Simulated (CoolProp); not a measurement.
A simple Rankine cycle with 1,2-dichloroethane: condensing at 311.15 K, boiler at 0.214 MPa, turbine inlet 499 K, turbine efficiency 0.7, pump efficiency 0.6, no recuperator. Each further row changes one setting.

Values from CoolProp's reference Helmholtz-energy equation of state, Thol 2015.

```csv
case,thermal efficiency (%),net work (kJ/kg),heat in (kJ/kg),turbine exit temperature (K),volume ratio over the turbine
as stated,12.1,63.3,521,432.9,9.97
condensing temperature 303.15 K,13.5,71.6,532,424.1,14.0
boiler pressure 0.15 MPa,10.5,55.0,522,442.4,7.09
turbine efficiency 0.6,10.4,54.2,521,442.3,10.2
```
